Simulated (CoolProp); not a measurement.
The numbers come from the reference Helmholtz-energy equation of state, Pan 2012 in CoolProp.

### Question
Give the vapour pressure (kPa), liquid density (kg/m³), vapour Z, liquid viscosity (µPa s) of saturated R236FA at 299.2, 316.7, 334.2 K.

### Answer
| T (K) | p (kPa) | liquid density (kg/m³) | vapour Z | liquid viscosity (µPa s) |
|---|---|---|---|---|
| 299.2 | 282 | 1360 | 0.905 | 282 |
| 316.7 | 485 | 1290 | 0.861 | 227 |
| 334.2 | 784 | 1220 | 0.805 | 183 |

Viscosity comes from a separate model (Huber 2003), an estimate that may be off by 10 % or more.
